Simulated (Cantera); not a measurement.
Source: NASA polynomial tables (part measured, part estimated), evaluated in Cantera. Values are per mole of reaction as written; species without (g) are pure solids or liquids, kept so even where they would boil at 1 bar.

Task: Between 1225 and 1475 K, where is each reaction favourable under standard conditions?
- 1.143 Ti + O₂(g) = 0.2857 Ti₄O₇
- V + O₂(g) = VO₂(g)
- Nb + O₂(g) = NbO₂(g)

Result: 
- 1.143 Ti + O₂(g) = 0.2857 Ti₄O₇: ΔG° is -755 kJ at 1225 K and -713 kJ at 1475 K; it stays negative (K > 1). ΔH° is -963 kJ and ΔS° -170 J/K at 1475 K.
- V + O₂(g) = VO₂(g): ΔG° is -264 kJ at 1225 K and -268 kJ at 1475 K; it stays negative (K > 1). ΔH° is -244 kJ and ΔS° 17 J/K at 1475 K.
- Nb + O₂(g) = NbO₂(g): ΔG° is -232 kJ at 1225 K and -237 kJ at 1475 K; it stays negative (K > 1). ΔH° is -209 kJ and ΔS° 19 J/K at 1475 K.
